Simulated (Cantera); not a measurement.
## Low-pressure radical oxidation in H2/O2

An isothermal, constant-pressure homogeneous reactor starts with H2 : O2 : N2 = 0.046 : 1 : 0.37 (molar parts), equivalence ratio 0.023, at 1200 K and 1.65 Torr.

Model: the H2/O2 subset of GRI-Mech 3.0, which has no nitrogen chemistry, integrated in Cantera. Radical loss at walls, strong at low pressure, is not modelled.

| t (s) | x H2 | x O2 | x H2O | x O | x OH | x HO2 | x H |
|---|---|---|---|---|---|---|---|
| 3.00e-6 | 0.0325 | 0.706 | <1e-12 | <1e-12 | <1e-12 | 1.04e-11 | 1.04e-11 |
| 1.33e-5 | 0.0325 | 0.706 | <1e-12 | <1e-12 | <1e-12 | 4.64e-11 | 4.55e-11 |
| 5.92e-5 | 0.0325 | 0.706 | <1e-12 | 1.61e-11 | 1.58e-11 | 2.06e-10 | 1.90e-10 |
| 0.000263 | 0.0325 | 0.706 | 3.83e-11 | 2.65e-10 | 2.48e-10 | 9.15e-10 | 6.88e-10 |
| 0.00117 | 0.0325 | 0.706 | 2.06e-9 | 3.61e-9 | 2.81e-9 | 4.07e-9 | 2.52e-9 |
| 0.00520 | 0.0325 | 0.706 | 2.11e-7 | 1.60e-7 | 1.07e-7 | 1.81e-8 | 6.86e-8 |
| 0.0231 | 0.00802 | 0.688 | 0.0193 | 0.0132 | 0.00428 | 4.33e-7 | 0.00603 |
| 0.103 | 0.000483 | 0.680 | 0.0286 | 0.0225 | 0.00224 | 3.61e-7 | 0.00470 |
| 0.456 | 0.000421 | 0.683 | 0.0292 | 0.0192 | 0.00210 | 3.49e-7 | 0.00375 |
| 2.03 | 0.000239 | 0.691 | 0.0310 | 0.0104 | 0.00159 | 2.94e-7 | 0.00152 |
| 9.00 | 4.52e-5 | 0.699 | 0.0325 | 0.00190 | 0.000695 | 1.43e-7 | 0.000120 |
| 40.0 | 3.53e-6 | 0.701 | 0.0329 | 0.000148 | 0.000195 | 2.80e-8 | 2.61e-6 |
x: mole fraction; the columns are a selection and need not sum to one.

Equilibrium at this temperature and pressure: H2 1.08e-8, O2 0.701, H2O 0.0330, O 4.50e-7, OH 1.08e-5, HO2 4.12e-9, H 4.39e-10 (gas phase only).
